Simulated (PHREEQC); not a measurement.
Make-up at 20 °C: 3.9 mmol/kgw HCl and 13 mmol/kgw ZnSO4. Closed to the air; pH follows from the charge balance.

The numbers come from PHREEQC with the ion-association model, wateq4f.dat.

Each row changes one thing in this solution. This is a speciation only: nothing precipitates in the calculation.

```
case                                         pH  ionic strength (mol/kgw)  Zn+2 (mol/kgw)  SO4-2 (mol/kgw)  ZnSO4 (mol/kgw)  HSO4- (mol/kgw)  SI of Goslarite (ZnSO4:7H2O)  SI of Zincite(c) (ZnO)
-----------------------------------------  ----  ------------------------  --------------  ---------------  ---------------  ---------------  ----------------------------  ----------------------
as made                                    2.60                    0.0372         0.00879          0.00758          0.00391         0.000999                         -2.76                   -8.55
0.0012 mol/kgw KHF2 added                  2.66                    0.0380         0.00876          0.00767          0.00390         0.000879                         -2.76                   -8.44
HCl from 0.0039 to 0.0195 mol/kgw          1.88                    0.0512         0.00978          0.00594          0.00288          0.00389                         -2.89                   -9.99
diluted 5-fold with water                  3.20                   0.00914         0.00213          0.00204         0.000458          8.52e-5                         -3.69                   -7.86
ZnSO4 from 0.013 to 0.0026 mol/kgw         2.49                    0.0120         0.00220          0.00183         0.000385         0.000371                         -3.77                   -9.27
temperature from 20 to 80 °C               2.83                    0.0336         0.00836          0.00635          0.00417          0.00217                         -3.32                   -5.37
HCl replaced by RbCl at the same molality  5.78                    0.0382         0.00856          0.00830          0.00411          7.27e-7                         -2.74                   -2.22
ZnSO4 from 0.013 to 0.13 mol/kgw           2.84                     0.253          0.0633           0.0439           0.0491          0.00208                         -1.64                   -7.44
temperature from 20 to 25 °C               2.61                    0.0368         0.00874          0.00747          0.00396          0.00107                         -2.81                   -8.26
```

Away from 25 °C the constants follow the database's enthalpies or fits; those with neither stay at their 25 °C values.
